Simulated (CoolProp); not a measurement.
The fluid at 327.58 K and 0.279 MPa flows at 7.3 m/s in a round tube of 20 mm bore and 45 µm roughness, fully developed (64/Re and Nu = 3.66 if laminar; Colebrook and Gnielinski if turbulent). The same conditions are run with several fluids, on thermodynamics alone (safety and materials aside).

Computed with CoolProp (reference Helmholtz-energy equation of state of each fluid (C3F8 (R218): Lemmon 2006; R13: Platzer 1990; R125: Lemmon 2005; propane: Lemmon 2009)). The equations of Platzer and Polt are older, rougher fits.

```csv
fluid,Reynolds number,Darcy friction factor,pressure drop (Pa/m),heat-transfer coefficient (W/(m² K)),mass flow (kg/h)
C3F8 (R218),216000,0.0249,(withheld),435,166
R13,102000,(withheld),(withheld),199,90.0
R125,130000,(withheld),429,285,(withheld)
propane,76300,(withheld),163,231,38.6
```

Some entries are withheld; supply them.


- C3F8 (R218), pressure drop (Pa/m): 669
- R13, Darcy friction factor: 0.0257
- R13, pressure drop (Pa/m): 374
- R125, Darcy friction factor: 0.0254
- R125, mass flow (kg/h): 105
- propane, Darcy friction factor: 0.0262

Transport values come from each fluid's own correlations; those of C3F8 (R218), R13 are estimates that may be off by 10 % or more.
